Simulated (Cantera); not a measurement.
A perfectly stirred reactor is fed with H₂ : O₂ : N₂ : H₂O = 0.77 : 1 : 1.3 : 0.22 (molar parts), at 100.0 Torr; it is held at 1123 K, and followed from long to short residence time.

Model: the H2/O2 subset of GRI-Mech 3.0, which has no nitrogen chemistry, integrated in Cantera. The temperature is held fixed by assumption; the heat of reaction is taken as removed at once.

### Question
Predict: x(H₂) at τ = 0.790 s; x(O₂) at τ = 0.790 s; x(H₂O) at τ = 0.790 s; x(HO₂) at τ = 0.790 s; x(H) at τ = 0.790 s; x(H₂) at τ = 79.0 ms; x(O₂) at τ = 79.0 ms; x(H₂O) at τ = 79.0 ms; x(HO₂) at τ = 79.0 ms; x(H) at τ = 79.0 ms.

### Answer
* **x(H₂) at τ = 0.790 s**: 0.000469
* **x(O₂) at τ = 0.790 s**: 0.212
* **x(H₂O) at τ = 0.790 s**: 0.340
* **x(HO₂) at τ = 0.790 s**: 1.16e-5
* **x(H) at τ = 0.790 s**: 1.80e-5
* **x(H₂) at τ = 79.0 ms**: 0.00205
* **x(O₂) at τ = 79.0 ms**: 0.212
* **x(H₂O) at τ = 79.0 ms**: 0.338
* **x(HO₂) at τ = 79.0 ms**: 2.88e-5
* **x(H) at τ = 79.0 ms**: 0.000180
